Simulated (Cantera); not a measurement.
An isothermal, constant-pressure homogeneous reactor starts with 19.3 % CH4, 63.8 % CO2, 16.8 % H2, at 1300 K and 375 Torr.

Cantera simulation using GRI-Mech 3.0 (53 species, 325 reactions); the numbers are that mechanism's predictions, not measurements.

Problem. Predict: x(CH4) at 100 s; x(CO2) at 100 s; x(H2) at 100 s; x(C2H4) at 100 s; x(C2H6) at 100 s.

Solution. 
| Property | Value |
|---|---|
| x(CH4) at 100 s | 0.107 (gas-phase equilibrium 6.83e-7) |
| x(CO2) at 100 s | 0.397 (gas-phase equilibrium 0.162) |
| x(H2) at 100 s | 0.0709 (gas-phase equilibrium 0.242) |
| x(C2H4) at 100 s | 0.00338 (gas-phase equilibrium <1e-12) |
| x(C2H6) at 100 s | 4.49e-5 (gas-phase equilibrium <1e-12) |
